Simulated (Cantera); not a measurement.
Charge: 1 mol Si, 3.3 mol HBr, 0.92 mol N2, held at 133 Pa.

Cantera equilibrium calculation (NASA polynomials, part measured and part estimated; ideal gas, pure solids and liquids). Candidate condensed phases: Br2, Si, Si3N4; 28 gas species. N2 is the only nitrogen source here; it is nearly inert below about 1500 K, so the nitride shown seldom forms there in practice. Rates play no part.

What share of the Si ends up in condensed phases as a function of T (K), at 723, 823, 923, 1023, 1123, 1223, 1323, 1423, 1523, 1623, 1723?


| T (K) | Si condensed (%) | as |
|---|---|---|
| 723 | 70.8 | Si3N4(s) |
| 823 | 72.0 | Si3N4(s) |
| 923 | 72.8 | Si3N4(s) |
| 1023 | 73.3 | Si3N4(s) |
| 1123 | 73.3 | Si3N4(s) |
| 1223 | 69.4 | Si3N4(s) |
| 1323 | 51.1 | Si3N4(s) |
| 1423 | 21.3 | Si3N4(s) |
| 1523 | 0.0 | - |
| 1623 | 0.0 | - |
| 1723 | 0.0 | - |
